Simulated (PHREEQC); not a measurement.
A solution holds 0.33 mol HF, 0.0058 mol NaF and 0.0047 mol H2SiF6 per kg of water, at 67 °C. Closed to the air; pH follows from the charge balance.

Equilibrium calculation in PHREEQC: ion-association model, phreeqc.dat.

The pH is 1.78, the ionic strength is 0.0298 mol/kgw and the activity of water is 0.994. The total alkalinity is -358 meq/kg.

```tsv
species	molality	activity	log γ
HF	0.311	0.313	0.003
H+	0.0193	0.0167	-0.063
HF2-	0.00907	0.00760	-0.077
F-	0.00664	0.00553	-0.080
Na+	0.00579	0.00487	-0.075
SiF6-2	0.00470	0.00237	-0.297
NaF	1.54e-5	1.55e-5	0.003
```

This is a speciation only: nothing precipitates in the calculation. Constants without temperature data keep their 25 °C values here. SiF6-2 is the database's only silicon fluoride.
